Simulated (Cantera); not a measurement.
# Carbon deposition, reforming and gasification: n-butane + H2 + NH3

A closed system holds: 1 mol n-butane, 1 mol H2, 2.2 mol NH3, equilibrated at 1.20 bar.

These are equilibrium values from Cantera (NASA tables, ideal gas, pure condensed phases), not measurements of a reactor. Candidate condensed phases: C, C6H6, C7H8, C8H18; 92 gas species. Rates play no part.

```csv
T (K),x H2,x N2,x HCN,x H,x C2H2 (acetylene),x CH4,x HNC,n C(graphite)
1773,0.892,0.105,0.00164,0.000245,0.000125,0.000805,5.87e-5,3.97
1848,0.892,0.105,0.00235,0.000457,0.000230,0.000628,9.92e-5,3.96
1923,0.891,0.104,0.00327,0.000812,0.000402,0.000500,0.000161,3.95
1998,0.889,0.103,0.00444,0.00138,0.000674,0.000405,0.000251,3.93
2073,0.887,0.103,0.00587,0.00226,0.00109,0.000333,0.000379,3.91
2148,0.885,0.102,0.00760,0.00358,0.00169,0.000277,0.000554,3.88
2223,0.881,0.100,0.00964,0.00549,0.00256,0.000233,0.000788,3.83
```
x: gas mole fraction; n: condensed amount in mol.

From 1773 K to 2223 K the condensed part is C(graphite). The main C-bearing gas is HCN throughout. The share of C in condensed phases is highest at 1773 K (99.3 %) and lowest at 2223 K (95.9 %).
